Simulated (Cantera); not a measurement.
Charge: 1 mol C, 2.1 mol NH3, 35 mol N2, equilibrated at 1023.15 K and 0.890 bar.

Cantera equilibrium calculation (NASA polynomials, part measured and part estimated; ideal gas, pure solids and liquids). Candidate condensed phases: C, C6H6, C7H8, C8H18; 92 gas species. Rates play no part.

Problem. What is the equilibrium state?

Solution. 
```
Property            Value
--------------  ---------
x(N2)               0.920
x(H2)              0.0795
x(CH4)           0.000422
x(NH3)            9.59e-6
x(HCN)            2.02e-6
n(C(graphite))  0.983 mol
gas amount      39.18 mol
```
